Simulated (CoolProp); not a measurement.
n-perfluorohexane at several states: Z from the reference equation and from simpler models built on Tc = 448.0 K, pc = 1742 kPa, ω = 0.497; each cubic takes its own stable root.

Values from CoolProp's reference Helmholtz-energy equation of state, Gao 2022.

| T (K) | p (kPa) | phase | reference | van der Waals | Redlich-Kwong | Soave-Redlich-Kwong |
|---|---|---|---|---|---|---|
| 234.8 | 4310 | liquid | 0.4003 | 0.7062 | 0.4843 | 0.4649 |
| 345.1 | 5140 | liquid | 0.3867 | 0.6439 | 0.4644 | 0.4398 |
| 193.7 | 279 | liquid | 0.02974 | 0.05445 | 0.03659 | 0.03533 |
